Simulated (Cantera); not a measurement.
What does this Cantera script print?

```python
import numpy as np
import cantera as ct

gas_names = """
    CL CL2 H HCL H2 N NH NH2 NH3 N2 N2H2 N2H4 Si SiCL SiCL2 SiCL3 SiCL4 SiH SiHCL3 SiH2 SiH2CL2 SiH3
    SiH3CL SiH4 SiN Si2 Si2N Si3
""".split()
cond_names = """
    NH4CL(a) NH4CL(b) Si(cr) Si(L) Si3N4(a)
""".split()


# ... load() reads the species with a 1 bar reference pressure and builds the phases ...
atoms = {
    'SiH2Cl2': {'Si': 1, 'H': 2, 'CL': 2},
    'HCl': {'H': 1, 'CL': 1},
    'N2': {'N': 2},
}
top_T = {'Si3N4(a)': 2400}  # K; cautious upper limits of use, not melting points


# ... equilibrate(T, P, feed) seeds the gas with the atoms and calls Mixture.equilibrate('TP', solver="vcs", rtol=1e-11, max_steps=5000) ...
results = []
feed = {'SiH2Cl2': 1, 'HCl': 0.51, 'N2': 20}  # mol
T = 1175  # K
P = 1333.22  # Pa
mix = equilibrate(T, P, feed)
results.append((T, P, feed, dict(zip(mix.species_names, mix.species_moles))))
print(gas.report(threshold=0.001))
for i in range(1, mix.n_phases):
    print(f"{mix.phase(i).name:16s} {mix.phase_moles(i):12.5e} mol")
```

Result:

```
       temperature   1175 K
          pressure   1333.2 Pa
           density   0.0040176 kg/m^3
  mean mol. weight   29.44 kg/kmol
   phase of matter   gas

                          1 kg             1 kmol
                     ---------------   ---------------
          enthalpy        5.0069e+05         1.474e+07  J
   internal energy        1.6885e+05        4.9708e+06  J
           entropy            9284.1        2.7332e+05  J/K
    Gibbs function       -1.0408e+07       -3.0642e+08  J
 heat capacity c_p            1154.7             33995  J/K
 heat capacity c_v            872.29             25680  J/K

                      mass frac. Y      mole frac. X     chem. pot. / RT
                     ---------------   ---------------   ---------------
               HCL           0.10267          0.082906           -40.958
                H2         0.0011043          0.016127           -26.366
                N2           0.84952           0.89276           -29.726
             SiCL4          0.044893         0.0077797           -124.27
     [  +24 minor]         0.0018151        0.00042486

Si(cr)            0.00000e+00 mol
Si3N4(a)          2.73749e-01 mol
```

Cantera equilibrium calculation (NASA polynomials, part measured and part estimated; ideal gas, pure solids and liquids). N2 is the only nitrogen source here; it is nearly inert below about 1500 K, so the nitride shown seldom forms there in practice. The tables' values for SiCl3 are old estimates; treat these amounts as uncertain.
